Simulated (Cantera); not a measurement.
Charge: 1 mol Si2Cl6, 22 mol H2, 0.11 mol Cl2, equilibrated at 1400 K and 72.0 mbar.

Equilibrium computed with Cantera from the NASA thermochemical tables; the gas is ideal and each condensed phase is pure. Candidate condensed phases: Si; 19 gas species. The feed counts by its element totals alone. The tables' values for SiCl3 are old estimates; treat these amounts as uncertain. The numbers say what is thermodynamically allowed, not how fast it happens.

Base state: H2 0.829, HCl 0.112, SiCl2 0.0443, SiCl3 0.00725, SiCl4 0.00504, SiHCl3 0.00265, SiH2Cl2 0.000209, H 1.65e-5 (mole fractions); condensed: Si(s).

Task: What changes in the equilibrium state with this change: temperature from 1400 K to 1675 K?

Result: 
```
species      before     after
----------  -------  --------
H2            0.829     0.818
HCl           0.112     0.118
SiCl2        0.0443    0.0614
SiCl        6.83e-7   4.05e-5
SiCl4       0.00504  0.000130
Cl          1.83e-6   4.41e-5
Si(s), mol    0.523     0.400
```
The tables' values for SiCl3, SiCl are old estimates; treat these amounts as uncertain.

Task: What changes in the equilibrium state with this change: temperature from 1400 K to 1698 K?

Result: 
| species | before | after |
|---|---|---|
| H2 | 0.829 | 0.817 |
| HCl | 0.112 | 0.118 |
| SiCl2 | 0.0443 | 0.0616 |
| SiCl | 6.83e-7 | 5.27e-5 |
| SiCl4 | 0.00504 | 9.95e-5 |
| Si(s), mol | 0.523 | 0 |
| Si(l), mol | 0 | 0.401 |
The tables' values for SiCl3, SiCl are old estimates; treat these amounts as uncertain. Gases not in the tables: Si2H6 and higher silanes.
